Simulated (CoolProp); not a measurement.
Values from CoolProp's reference Helmholtz-energy equation of state, Akasaka 2022.

Task: Give the vapour pressure (MPa), liquid density (kg/m³), vapour density (kg/m³), enthalpy of vaporisation (kJ/kg) of saturated R1233zd(E) at 34.15, 59.05, 83.95 °C.

Result: 
| T (°C) | p (MPa) | liquid density (kg/m³) | vapour density (kg/m³) | enthalpy of vaporisation (kJ/kg) |
|---|---|---|---|---|
| 34.15 | 0.179 | 1240 | 9.73 | 186 |
| 59.05 | 0.381 | 1180 | 20.2 | 172 |
| 83.95 | 0.724 | 1100 | 38.3 | 156 |
